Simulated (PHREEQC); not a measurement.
## Brackish or sea water: speciation

Synthetic water in mmol/kgw, 52 °C, pH 6.76:

```
constituent           mmol/kgw
--------------------  --------
Na                         283
K                         5.55
Ca                       0.554
Mg                        11.2
Cl                         298
S(6)                       2.9
Alkalinity (meq/kgw)     0.112
```

Valence states are taken as typed.

The numbers come from PHREEQC with the Pitzer model, pitzer.dat.

Each row changes one thing in this solution. This is a speciation only: nothing precipitates in the calculation.

```json
[
 {"case": "as made", "HCO3- (mol/kgw)": "0.000111", "CO2 (mol/kgw)": "2.42e-5", "MgOH+ (mol/kgw)": "2.36e-7", "CO3-2 (mol/kgw)": "1.85e-7", "MgCO3 (mol/kgw)": "1.09e-7", "HSO4- (mol/kgw)": "2.31e-8"},
 {"case": "temperature from 52 to 85 °C at the same typed pH", "HCO3- (mol/kgw)": "0.000107", "CO2 (mol/kgw)": "2.55e-5", "MgOH+ (mol/kgw)": "1.96e-6", "CO3-2 (mol/kgw)": "2.02e-7", "MgCO3 (mol/kgw)": "___", "HSO4- (mol/kgw)": "5.96e-8"},
 {"case": "pH from 6.76 to 5.76 at the same alkalinity", "HCO3- (mol/kgw)": "0.000114", "CO2 (mol/kgw)": "0.000250", "MgOH+ (mol/kgw)": "2.36e-8", "CO3-2 (mol/kgw)": "1.91e-8", "MgCO3 (mol/kgw)": "1.12e-8", "HSO4- (mol/kgw)": "2.31e-7"},
 {"case": "Na from 283 to 849 mmol/kgw", "HCO3- (mol/kgw)": "0.000111", "CO2 (mol/kgw)": "1.83e-5", "MgOH+ (mol/kgw)": "___", "CO3-2 (mol/kgw)": "1.74e-7", "MgCO3 (mol/kgw)": "5.76e-8", "HSO4- (mol/kgw)": "1.92e-8"},
 {"case": "pH from 6.76 to 7.76 at the same alkalinity", "HCO3- (mol/kgw)": "9.89e-5", "CO2 (mol/kgw)": "2.16e-6", "MgOH+ (mol/kgw)": "2.36e-6", "CO3-2 (mol/kgw)": "1.65e-6", "MgCO3 (mol/kgw)": "9.71e-7", "HSO4- (mol/kgw)": "2.31e-9"}
]
```

Some entries are withheld; supply them.


- temperature from 52 to 85 °C at the same typed pH, MgCO3 (mol/kgw): 1.57e-7
- Na from 283 to 849 mmol/kgw, MgOH+ (mol/kgw): 1.64e-7

Constants without temperature data keep their 25 °C values here.
